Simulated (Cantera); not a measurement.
Cantera run, input and output.

```python
import numpy as np
import cantera as ct

gas = ct.Solution("h2o2.yaml")
gas.TPX = 1350, 40000, {'H2': 0.68, 'O2': 0.208, 'N2': 0.783}
reactor = ct.IdealGasReactor(gas, energy="on", clone=False)
net = ct.ReactorNet([reactor])
net.rtol, net.atol = 1e-08, 1e-16
show = ['H2', 'O2', 'O', 'H2O2', 'HO2', 'H2O', 'OH']
times = np.geomspace(4e-06, 4, 13)

steps = ct.SolutionArray(gas, extra=["t"])
rows = []
print(f"{'t/s':>10s}{'T/K':>9s}{'P/Pa':>11s}" + "".join(f"{s:>11s}" for s in show))
for t in times:
    while net.time < t:
        t_next = net.step()
        steps.append(gas.state, t=t_next)
    rows.append([np.interp(t, steps.t, y) for y in (steps.T, steps.P, *steps(*show).X.T)])
    print(f"{t:10.3e}{rows[-1][0]:9.1f}{rows[-1][1]:11.4g}" + "".join(f"{x:11.3e}" for x in rows[-1][2:]))
rate = np.gradient(steps.T, steps.t)
print("integrator steps:", len(steps.t))
if steps.T.max() > steps.T[0] + 200:
    print(f"time of steepest temperature rise: {steps.t[rate.argmax()]:.4e} s")
gas.TPX = 1350, 40000, {'H2': 0.68, 'O2': 0.208, 'N2': 0.783}
gas.equilibrate("UV")
print(f"equilibrium (UV): T = {gas.T:.1f} K  " + "  ".join(f"{s} {gas[s].X[0]:.3e}" for s in show))
```

Output:

```
       t/s      T/K       P/Pa         H2         O2          O       H2O2        HO2        H2O         OH
 4.000e-06   1350.0      4e+04  4.069e-01  1.245e-01  8.429e-09  4.359e-10  6.999e-08  4.193e-08  5.840e-09
 1.265e-05   1350.0      4e+04  4.069e-01  1.245e-01  1.260e-07  4.328e-09  2.457e-07  1.334e-06  8.590e-08
 4.000e-05   1352.2  4.006e+04  4.042e-01  1.234e-01  1.492e-04  3.127e-07  1.665e-05  1.865e-03  1.043e-04
 1.265e-04   2319.8  6.526e+04  1.514e-01  6.209e-03  1.039e-02  1.387e-07  1.901e-06  2.161e-01  2.336e-02
 4.000e-04   2851.6  7.734e+04  1.669e-01  2.445e-03  4.228e-03  1.402e-07  1.661e-06  2.410e-01  2.190e-02
 1.265e-03   2876.0  7.786e+04  1.674e-01  2.291e-03  3.964e-03  1.460e-07  1.652e-06  2.424e-01  2.153e-02
 4.000e-03   2876.0  7.786e+04  1.674e-01  2.291e-03  3.964e-03  1.460e-07  1.652e-06  2.424e-01  2.153e-02
 1.265e-02   2876.0  7.786e+04  1.674e-01  2.291e-03  3.964e-03  1.460e-07  1.652e-06  2.424e-01  2.153e-02
 4.000e-02   2876.0  7.786e+04  1.674e-01  2.291e-03  3.964e-03  1.460e-07  1.652e-06  2.424e-01  2.153e-02
 1.265e-01   2876.0  7.786e+04  1.674e-01  2.291e-03  3.964e-03  1.460e-07  1.652e-06  2.424e-01  2.153e-02
 4.000e-01   2876.0  7.786e+04  1.674e-01  2.291e-03  3.964e-03  1.460e-07  1.652e-06  2.424e-01  2.153e-02
 1.265e+00   2876.0  7.786e+04  1.674e-01  2.291e-03  3.964e-03  1.460e-07  1.652e-06  2.424e-01  2.153e-02
 4.000e+00   2876.0  7.786e+04  1.674e-01  2.291e-03  3.964e-03  1.460e-07  1.652e-06  2.424e-01  2.153e-02
integrator steps: 1156
time of steepest temperature rise: 5.7922e-05 s
equilibrium (UV): T = 2876.0 K  H2 1.674e-01  O2 2.291e-03  O 3.964e-03  H2O2 1.460e-07  HO2 1.652e-06  H2O 2.424e-01  OH 2.153e-02
```

Computed with Cantera and the H2/O2 subset of GRI-Mech 3.0, which has no nitrogen chemistry.
